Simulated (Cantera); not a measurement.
A closed system holds: 1 mol Cu, 0.13 mol CO2, 230 mol N2, 0.023 mol H2O, equilibrated at 42.8 Torr.

These are equilibrium values from Cantera (NASA tables, ideal gas, pure condensed phases), not measurements of a reactor. Candidate condensed phases: C, C6H6, C7H8, C8H18, Cu, CuO, Cu(OH)2, Cu2O, H2O; 139 gas species. Rates play no part.

Task: What share of the Cu ends up in condensed phases as a function of T (°C), at 850, 900, 950, 1000, 1050, 1100, 1150, 1200, 1250, 1300, 1350, 1400, 1450?

Result: 
```
T (°C)  Cu condensed (%)     as
------  ----------------  -----
850                100.0  Cu(s)
900                100.0  Cu(s)
950                100.0  Cu(s)
1000               100.0  Cu(s)
1050                99.9  Cu(s)
1100                99.7  Cu(l)
1150                99.2  Cu(l)
1200                97.9  Cu(l)
1250                95.1  Cu(l)
1300                89.3  Cu(l)
1350                77.5  Cu(l)
1400                54.9  Cu(l)
1450                13.3  Cu(l)
```
